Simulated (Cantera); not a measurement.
A perfectly stirred reactor is fed with CH4 : O2 : N2 = 1 : 2.6 : 9.77 (molar parts), at 3750 Torr; it is adiabatic with a 498 K inlet, and is followed from long to short residence time, starting on the burning branch (τ in s: 0.33, 0.14, 0.057, 0.024, 0.0099, 0.0042, 0.0017, 0.00073, 0.0003, 0.00013, 5.3e-05, 2.2e-05).

Computed with Cantera and GRI-Mech 3.0 (53 species, 325 reactions).

Q: What does this change do: O2 2.6 to 1.9 parts?

A: 
```json
[
 {"quantity": "blow-out, bracketed by the residence times tried", "before": "burning at 53.0 µs, out at 22.0 µs", "after": "burning at 0.130 ms, out at 53.0 µs"},
 {"quantity": "x(CH4) at τ = 0.330 s", "before": "4.90e-7", "after": "4.58e-6"},
 {"quantity": "x(O2) at τ = 0.330 s", "before": "0.0438", "after": "0.000151"},
 {"quantity": "x(H2O) at τ = 0.330 s", "before": "0.148", "after": "0.151"},
 {"quantity": "x(H2) at τ = 0.330 s", "before": "0.000192", "after": "0.00513"},
 {"quantity": "x(NO) at τ = 0.330 s", "before": "0.00178", "after": "0.000169"},
 {"quantity": "x(CH4) at τ = 1.70 ms", "before": "4.71e-5", "after": "7.55e-5"},
 {"quantity": "x(O2) at τ = 1.70 ms", "before": "0.0455", "after": "0.00306"},
 {"quantity": "x(H2O) at τ = 1.70 ms", "before": "0.147", "after": "0.147"},
 {"quantity": "x(H2) at τ = 1.70 ms", "before": "0.000722", "after": "0.00704"},
 {"quantity": "x(NO) at τ = 1.70 ms", "before": "7.84e-5", "after": "0.000223"}
]
```

Q: What does this change do: inlet temperature 498 to 300 K?

A: 
```
quantity                                                                      before                                after
------------------------------------------------  ----------------------------------  -----------------------------------
blow-out, bracketed by the residence times tried  burning at 53.0 µs, out at 22.0 µs  burning at 0.130 ms, out at 53.0 µs
x(CH4) at τ = 0.330 s                                                        4.90e-7                              1.10e-6
x(O2) at τ = 0.330 s                                                          0.0438                               0.0446
x(H2O) at τ = 0.330 s                                                          0.148                                0.149
x(H2) at τ = 0.330 s                                                        0.000192                              7.39e-5
x(NO) at τ = 0.330 s                                                         0.00178                             0.000316
x(CH4) at τ = 1.70 ms                                                        4.71e-5                              7.27e-5
x(O2) at τ = 1.70 ms                                                          0.0455                               0.0458
x(H2O) at τ = 1.70 ms                                                          0.147                                0.147
x(H2) at τ = 1.70 ms                                                        0.000722                             0.000604
x(NO) at τ = 1.70 ms                                                         7.84e-5                              2.88e-5
```
